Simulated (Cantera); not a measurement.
An adiabatic, constant-volume homogeneous reactor starts with C₃H₈ : O₂ : N₂ : CO₂ = 1 : 10.4 : 39.2 : 0.63 (molar parts), at 1498 K and 1.50 bar.

Computed with Cantera and GRI-Mech 3.0 (53 species, 325 reactions). GRI-Mech 3.0 was tuned for natural gas; its chemistry of propane as a main component is partial and can be far from experiment.

Problem. Predict: time of steepest temperature rise; temperature at 9.00 s; equilibrium temperature; x(O₂) at 9.00 s; x(NO) at 9.00 s.

Solution. 
- time of steepest temperature rise = 54.8 µs
- temperature at 9.00 s = 2577 K
- equilibrium temperature = 2577 K
- x(O₂) at 9.00 s = 0.0937 (gas-phase equilibrium 0.0937)
- x(NO) at 9.00 s = 0.0170 (gas-phase equilibrium 0.0170)
